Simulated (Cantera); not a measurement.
A closed system holds: 1 mol Al2O3, 30 mol H2, 0.079 mol H2O, at 2125 K and 7.20 bar.

Method: chemical equilibrium by Gibbs-energy minimisation in Cantera with the NASA 1993 tables (ideal gas, pure condensed phases). Candidate condensed phases: Al, Al2O3, H2O; 19 gas species. Gases not in the tables: Al(OH)3. Equilibrium is a limit: real reactors are often held back by kinetics, nucleation or transport.

Base state: H2 0.996, H2O 0.00263, H 0.00135 (mole fractions); condensed: Al2O3(s).

Q: What changes in the equilibrium state with this change: Al2O3 replaced by SiO2?

A: 
```
species         before    after
-------------  -------  -------
H2               0.996    0.983
H2O            0.00263  0.00924
SiO                  0  0.00663
H              0.00135  0.00134
Al2O3(s), mol    1.000        0
SiO2(l), mol         0    0.799
```
The tables hold silica as quartz up to 1696 K and as liquid above; real silica turns to tridymite and cristobalite and melts near 1996 K. Gases not in the tables: Si(OH)4. Further candidate phases: Si, SiO2.
